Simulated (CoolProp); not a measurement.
Vapour-liquid equilibrium of benzene (1) + cyclohexane (2) at 0.778 MPa; x and y are mole fractions of (1).

The numbers come from the multi-fluid Helmholtz-energy mixture model, Thol 2012 and Zhou 2014; pair parameters Bell 2016 in CoolProp.

| x | bubble temperature, mixture model (°C) | bubble temperature, Raoult's law (°C) | y, mixture model | y, Raoult's law |
|---|---|---|---|---|
| 0.05 | 166.9 | 167.7 | 0.062 | 0.053 |
| 0.15 | 165.4 | 167.3 | 0.177 | 0.157 |
| 0.25 | 164.2 | 167.0 | 0.282 | 0.261 |
| 0.35 | 163.3 | 166.7 | 0.379 | 0.363 |
| 0.45 | 162.7 | 166.4 | 0.470 | 0.464 |
| 0.55 | 162.4 | 166.1 | 0.559 | 0.564 |
| 0.65 | 162.3 | 165.8 | 0.647 | 0.663 |
| 0.75 | 162.5 | 165.5 | 0.737 | 0.760 |
| 0.85 | 163.1 | 165.2 | 0.834 | 0.857 |
| 0.95 | 164.1 | 164.9 | 0.941 | 0.953 |

The largest gap from Raoult's law is -3.7 K in bubble temperature, at x = 0.55. y crosses x between x = 0.55 and 0.65: the model has an azeotrope there.

The pair parameters rest on a limited set of measurements; away from them the model extrapolates.
